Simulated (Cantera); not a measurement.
A closed system holds: 1 mol CH3SiH3, 0.0058 mol C2H4, 7.7 mol H2, 0.18 mol HCl, at 1998.15 K.

Points: P (Pa) = 100, 320, 1000, 3200, 10000, 32000, 100000.

Cantera's Mixture.equilibrate('TP', solver="vcs", rtol=1e-11, max_steps=5000) on the NASA tables stopped like this:

```
ERROR: FAILURE its = 5001!

*******************************************************************************
CanteraError thrown by MultiPhase::equilibrate:
VCS solver failed. Return code: -1
*******************************************************************************
```

**Question.** What got this run through?

**Answer.** This is not unique; one that fits is The failure is numerical, not chemical. The same input converged with solver="gibbs", rtol=1e-10, max_steps=50000, and the result passed a check of the equilibrium conditions:
```
log10 of partial pressures in bar; condensed amounts in mol
      P/Pa        H2         H       HCL        Si     C(gr)    SiC(b)
       100    -3.031    -4.310    -4.813    -5.634   0.02274    0.9701
       320    -2.515    -4.052    -4.295    -5.634  0.004418    0.9902
      1000    -2.015    -3.802    -3.793    -5.618         0    0.9963
      3200    -1.506    -3.547    -3.284    -5.587         0    0.9984
     1e+04    -1.010    -3.299    -2.787    -5.571         0    0.9991
   3.2e+04    -0.504    -3.046    -2.281    -5.551         0    0.9993
     1e+05    -0.008    -2.798    -1.785    -5.502         0    0.9993
```

The gas is ideal and each condensed phase is pure. The feed counts by its element totals alone. The tables' values for SiCl are old estimates; treat these amounts as uncertain.
